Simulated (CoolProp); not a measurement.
Vapour-liquid equilibrium of nitrogen (1) + oxygen (2) at -188.85 °C; x and y are mole fractions of (1).

Computed with CoolProp (multi-fluid Helmholtz-energy mixture model, Span 2000 and Schmidt 1985; pair parameters Gernert 2013).

Problem. Give the bubble pressure and the first vapour's composition at x = 0.35, 0.5, 0.65. Is there an azeotrope?

Solution. x = 0.35: 0.1135 MPa, y = 0.683; x = 0.5: 0.1365 MPa, y = 0.789; x = 0.65: 0.1591 MPa, y = 0.868. No azeotrope shows between x = 0.05 and 0.95.

Pair parameters are fitted to limited data, so mixtures are less certain than the pure fluids.
